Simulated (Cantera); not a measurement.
An isothermal, constant-pressure homogeneous reactor starts with H2 : O2 : N2 = 0.067 : 1 : 0.22 (molar parts), at 1050 K and 9.00 Torr.

Detailed kinetics in Cantera: the H2/O2 subset of GRI-Mech 3.0, which has no nitrogen chemistry. Radical loss at walls, strong at low pressure, is not modelled. The temperature is held fixed by assumption; the heat of reaction is taken as removed at once.

One state of this run: x H2 = 4.27e-8; x O2 = 0.771; x OH = 1.27e-5; x O = 1.09e-6; x H = 3.01e-9; x H2O = 0.0534. x: mole fraction; the columns are a selection and need not sum to one.

Q: Which value of t (s) does it belong to?
A) 9.00
B) 0.000763
C) 0.162
D) 0.000200

A: A, 9.00
